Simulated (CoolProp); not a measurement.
Hexamethyldisiloxane (MM) at several states: density (kg/m³) from the reference equation and from simpler models built on Tc = 518.7 K, pc = 1.931 MPa, ω = 0.418; each cubic takes its own stable root.

Computed with CoolProp (reference Helmholtz-energy equation of state, Thol 2016).

```tsv
T (K)	p (MPa)	phase	reference	ideal gas	Soave-Redlich-Kwong	Peng-Robinson
487.8	0.444	gas	19.99	17.78	19.87	20.07
393.2	0.0987	gas	5.163	4.902	5.136	5.149
410.7	0.0687	gas	3.366	3.267	3.358	3.364
```
